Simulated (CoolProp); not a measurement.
Saturation properties of oxygen.

Values from CoolProp's reference Helmholtz-energy equation of state, Schmidt 1985.

| T (K) | p (MPa) | liquid density (kg/m³) | liquid viscosity (µPa s) | vapour viscosity (µPa s) |
|---|---|---|---|---|
| 70 | 0.006262 | 1237 | 372 | 5.36 |
| 73.4 | 0.01126 | ? | 327 | 5.63 |
| 76.9 | 0.01942 | 1205 | 289 | 5.90 |
| 80.3 | 0.03137 | 1189 | 259 | ? |
| 83.8 | 0.04917 | 1172 | 233 | 6.45 |
| 87.2 | 0.07329 | 1156 | ? | 6.72 |
| 90.7 | 0.1069 | 1139 | 192 | ? |
| 94.1 | 0.1498 | 1122 | 176 | 7.26 |
| 97.6 | 0.2066 | 1104 | 162 | 7.54 |
| 101 | 0.2760 | 1086 | 149 | 7.81 |
| 104.5 | 0.3644 | 1067 | 137 | 8.09 |
| 107.9 | 0.4688 | 1048 | ? | 8.37 |

Q: Fill in the missing entries.

A: 
- 73.4, liquid density (kg/m³): 1221
- 80.3, vapour viscosity (µPa s): 6.17
- 87.2, liquid viscosity (µPa s): 211
- 90.7, vapour viscosity (µPa s): 6.99
- 107.9, liquid viscosity (µPa s): 127

It boils at 90.2 K under 1 atm.

Viscosity comes from a separate model (Lemmon 2004).
